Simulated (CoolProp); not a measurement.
200 sccm (0 °C, 1 atm) of nitrogen bubbles through liquid octamethyltrisiloxane (MDM) at 359.5 K and leaves saturated at a total pressure of 0.15 MPa (ideal gas phase). Each further row changes one setting.

The numbers come from the reference Helmholtz-energy equation of state, Thol 2017 in CoolProp.

```tsv
case	vapour pressure (kPa)	mole fraction of vapour	delivery (mg/min)	delivery (sccm)	change of delivery for a bath 1 K warmer (%)
as stated	11.8	___	180	___	4.5
bath temperature 364.5 K	___	0.0959	224	___	___
total pressure 0.3 MPa	11.8	___	86.5	___	4.3
```

Some entries are withheld; supply them.


- as stated, mole fraction of vapour: 0.0787
- as stated, delivery (sccm): 17.1
- bath temperature 364.5 K, vapour pressure (kPa): 14.4
- bath temperature 364.5 K, delivery (sccm): 21.2
- bath temperature 364.5 K, change of delivery for a bath 1 K warmer (%): 4.4
- total pressure 0.3 MPa, mole fraction of vapour: 0.0393
- total pressure 0.3 MPa, delivery (sccm): 8.19
